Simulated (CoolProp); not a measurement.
Vapour pressure (MPa) of n-butane: the reference equation beside estimates from Tc = 425.1 K, pc = 3.796 MPa, ω = 0.201. Clausius-Clapeyron is anchored at 315.2 K with a constant enthalpy of vaporisation of 19.94 kJ/mol.

Values from CoolProp's reference Helmholtz-energy equation of state, Bücker 2006.

```
T (K)  reference  Lee-Kesler  Clausius-Clapeyron  Redlich-Kwong  Soave-Redlich-Kwong
-----  ---------  ----------  ------------------  -------------  -------------------
241.7    0.02625     0.02532             0.03960        0.04313              0.02560
254      0.04697     0.04578             0.06404        0.07435              0.04610
266.2          ?     0.07745             0.09872         0.1200              0.07771
278.4     0.1254      0.1243              0.1465         0.1842               0.1244
290.7     0.1917      0.1912              0.2110         0.2715               0.1912
302.9     0.2813      0.2818              0.2941         0.3847               0.2817
315.2     0.4006           ?              0.4006         0.5296               0.4028
327.4     0.5530      0.5565              0.5320         0.7077               0.5580
339.6     0.7450           ?              0.6921         0.9238               0.7539
351.9     0.9844      0.9907              0.8859          1.184               0.9987
364.1      1.274           ?               1.113          1.488                1.295
376.4      1.625       1.632               1.381          1.843                1.653
```

### Question
Fill in the missing entries.

### Answer

- 266.2, reference: 0.07874
- 315.2, Lee-Kesler: 0.4025
- 339.6, Lee-Kesler: 0.7500
- 364.1, Lee-Kesler: 1.281

Absolute difference from the reference over all 12 rows, mean and median: Lee-Kesler 1.0 and 0.6 %, Clausius-Clapeyron 16.0 and 11.4 %, Redlich-Kwong 36.2 and 34.5 %, Soave-Redlich-Kwong 1.2 and 1.3 %.
